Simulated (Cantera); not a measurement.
A perfectly stirred reactor is fed with NH₃ : N₂ = 1 : 4.1 (molar parts), at 1.01 bar; it is held at 1325 K, and followed from long to short residence time.

Detailed kinetics in Cantera: the gas-phase N/H chemistry of the illustrative SiF4/NH3 mechanism in the Surface Chemkin manual (1991). Walls and surfaces, which speed up NH3 decomposition in real reactors, are not modelled.

**Question.** What does this change do: temperature 1325 to 1700 K?

**Answer.** 
```tsv
quantity	before	after
x(NH₃) at τ = 15.0 s	0.192	0.0357
x(N₂H₄) at τ = 15.0 s	4.05e-8	4.02e-9
x(H₂) at τ = 15.0 s	0.00488	0.201
x(N₂H₂) at τ = 15.0 s	2.16e-8	1.52e-8
x(H) at τ = 15.0 s	5.94e-8	4.85e-5
x(NH₃) at τ = 53.0 ms	0.196	0.189
x(N₂H₄) at τ = 53.0 ms	1.48e-8	7.42e-8
x(H₂) at τ = 53.0 ms	7.13e-6	0.00858
x(N₂H₂) at τ = 53.0 ms	7.49e-9	2.14e-7
x(H) at τ = 53.0 ms	1.98e-10	1.73e-6
```
